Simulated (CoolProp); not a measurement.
The numbers come from the reference Helmholtz-energy equation of state, Lemmon 2003 in CoolProp. It is a pseudo-pure fit of the blend.

### Question
For R410A, give the phase and the Z, cp (kJ/(kg K)), expansivity (1/kK), conductivity (mW/(m K)) at 362.1 K and 2.45 MPa; 362.1 K and 4.9 MPa.

### Answer
- 362.1 K and 2.45 MPa: gas; Z 0.830, cp 1.15, expansivity 5.21, conductivity 20.5
- 362.1 K and 4.9 MPa: gas; Z 0.606, cp 1.93, expansivity 14.1, conductivity 24.9

Thermal conductivity comes from a separate model (Geller 2001).
